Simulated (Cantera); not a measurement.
Equilibrium for boron, boron nitride and boron oxide: BF₃ + O₂ + N₂

Input: 1 mol BF₃, 0.26 mol O₂, a varied amount of N₂, equilibrated at 2248 K and 24.0 Pa.

Equilibrium computed with Cantera from the NASA thermochemical tables; the gas is ideal and each condensed phase is pure. Candidate condensed phases: B, BN, B₂O₃; 31 gas species. The tables' values for BF₂ are old estimates; treat these amounts as uncertain. Rates play no part.

| n(N₂) (mol) | log p N₂ | log p F | log p BF₃ | log p BOF | log p O | log p O₂ |
|---|---|---|---|---|---|---|
| 0.58 | -4.25 | -4.12 | -4.22 | -4.43 | -5.18 | -5.49 |
| 1.2 | -4.03 | -4.20 | -4.34 | -4.51 | -5.30 | -5.73 |
| 2.6 | -3.86 | -4.34 | -4.53 | -4.64 | -5.52 | -6.17 |
| 5.6 | -3.75 | -4.53 | -4.77 | -4.84 | -5.85 | -6.83 |
| 12 | -3.69 | -4.77 | -5.07 | -5.08 | -6.29 | -7.71 |
| 25 | -3.65 | -5.04 | -5.37 | -5.35 | -6.79 | -8.71 |
| 54 | -3.64 | -5.34 | -5.72 | -5.66 | -7.35 | -9.83 |
log p: log10 of the partial pressure in bar; nothing condenses.

From 0.58 mol N₂ to 54 mol N₂ nothing is condensed. The main B-bearing gas is BF₃ at 0.58 mol N₂ and BOF at 54 mol N₂.
